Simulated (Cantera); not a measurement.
Adiabatic ignition

An adiabatic, constant-pressure homogeneous reactor starts with 11.2 % CH4, 18.7 % O2, 70.1 % N2, at 1450 K and 1.00 bar.

Computed with Cantera and GRI-Mech 3.0 (53 species, 325 reactions).

| t (s) | T (K) | x CH4 | x O2 | x H2O | x H2 | x CO |
|---|---|---|---|---|---|---|
| 5.00e-6 | 1450 | 0.112 | 0.187 | 3.59e-8 | 3.93e-8 | 1.67e-12 |
| 1.50e-5 | 1450 | 0.112 | 0.187 | 1.73e-7 | 1.32e-7 | 4.03e-11 |
| 4.52e-5 | 1450 | 0.112 | 0.187 | 1.19e-6 | 4.90e-7 | 1.24e-9 |
| 0.000136 | 1450 | 0.112 | 0.187 | 1.17e-5 | 2.73e-6 | 5.81e-8 |
| 0.000408 | 1450 | 0.112 | 0.187 | 0.000139 | 3.03e-5 | 4.79e-6 |
| 0.00123 | 1459 | 0.109 | 0.185 | 0.00184 | 0.000533 | 0.000349 |
| 0.00368 | 2744 | <1e-12 | 0.00759 | 0.163 | 0.0329 | 0.0608 |
| 0.0111 | 2739 | <1e-12 | 0.00707 | 0.163 | 0.0333 | 0.0611 |
| 0.0333 | 2739 | <1e-12 | 0.00707 | 0.163 | 0.0333 | 0.0611 |
| 0.100 | 2739 | <1e-12 | 0.00707 | 0.163 | 0.0333 | 0.0611 |
x: mole fraction; the columns are a selection and need not sum to one.

* **time of steepest temperature rise**: 2.16 ms
* **temperature at 0.100 s**: 2739 K
* **equilibrium temperature**: 2739 K
* **x(CH4) at 0.100 s**: <1e-12 (gas-phase equilibrium <1e-12)
* **x(O2) at 0.100 s**: 0.00707 (gas-phase equilibrium 0.00707)
* **x(H2O) at 0.100 s**: 0.163 (gas-phase equilibrium 0.163)
